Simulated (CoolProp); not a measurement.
Model: reference Helmholtz-energy equation of state, Thol 2014, in CoolProp.

For diethyl ether, give the phase and the cv (kJ/(kg K)) at 1.85 °C and 0.143 bar; 1.85 °C and 1.3 bar.


- 1.85 °C and 0.143 bar: gas; cv 1.45
- 1.85 °C and 1.3 bar: liquid; cv 1.75
